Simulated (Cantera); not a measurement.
What does this Cantera script print?

```python
import numpy as np
import cantera as ct

gas_names = """
    N2 NO
""".split()
cond_names = """
    V2O5(s) V2O5(L) V2O4(I) V2O4(II) V2O4(L)
""".split()


# ... load() reads the species with a 1 bar reference pressure and builds the phases ...
species = {s.name: s for s in load("nasa_gas.yaml", gas_names) + load("nasa_condensed.yaml", cond_names)}
# Each term lists the table entries of one substance; the one whose range holds T is used.
reactions = {
    '2 V2O5 + N2(g) = 2 V2O4 + 2 NO(g)':
        [(-2, ['V2O5(s)', 'V2O5(L)']), (-1, ['N2']), (2, ['V2O4(I)', 'V2O4(II)', 'V2O4(L)']), (2, ['NO'])],
}


def pick(names, T):
    return next(species[n] for n in names if species[n].thermo.min_temp <= T <= species[n].thermo.max_temp)


results = []
for label, terms in reactions.items():
    print(label)
    print("     T/K   dH/kJ  dS/(J/K)   dG/kJ   log10 K")
    for T in [2175, 2325, 2475, 2625, 2775]:
        used = [(nu, pick(names, T)) for nu, names in terms]
        dH = sum(nu * s.thermo.h(T) for nu, s in used) / 1e6
        dS = sum(nu * s.thermo.s(T) for nu, s in used) / 1e3
        dG = dH - T * dS / 1e3
        logK = -dG * 1e6 / (ct.gas_constant * T * np.log(10))
        results.append((label, T, dH, dS, dG, logK, [s.name for _, s in used]))
        print(f"{T:8g} {dH:8.1f} {dS:8.1f} {dG:8.1f} {logK:8.2f}")
```

Result:

```
2 V2O5 + N2(g) = 2 V2O4 + 2 NO(g)
     T/K   dH/kJ  dS/(J/K)   dG/kJ   log10 K
    2175    561.2    217.8     87.6    -2.10
    2325    573.6    223.3     54.5    -1.22
    2475    586.1    228.5     20.6    -0.44
    2625    598.6    233.4    -14.0     0.28
    2775    611.0    238.0    -49.4     0.93
```

Standard-state values (1 bar) from the NASA 1993 polynomials, evaluated with Cantera. Condensed species are held in their standard states even where they would react or evaporate.
